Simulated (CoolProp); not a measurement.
A single-stage vapour-compression cycle with carbonyl sulfide: evaporating at 201.15 K (dew point), condensing at 266.15 K (bubble point), superheat 0 K, subcooling 8 K, compressor efficiency 0.9, no pressure losses. Each further row changes one setting.

Computed with CoolProp (reference Helmholtz-energy equation of state, Lemmon 2006). It is a short technical equation, of lower accuracy than the large ones.

| case | cooling COP | pressure ratio | discharge temperature (K) | refrigerating effect (kJ/kg) | volumetric capacity (kJ/m³) |
|---|---|---|---|---|---|
| as stated | 2.20 | 16.2 | 376.8 | 255 | 301 |
| evaporating temperature 206.15 K | 2.51 | 12.2 | 363.2 | 257 | 396 |
| condensing temperature 261.15 K | 2.43 | 13.8 | 364.8 | 261 | 309 |
| subcooling 13 K | 2.26 | 16.2 | 376.8 | 261 | 309 |
| superheat 10 K | 2.15 | 16.2 | 391.6 | 261 | 293 |
| compressor efficiency 0.8 | 1.96 | 16.2 | 395.4 | 255 | 301 |
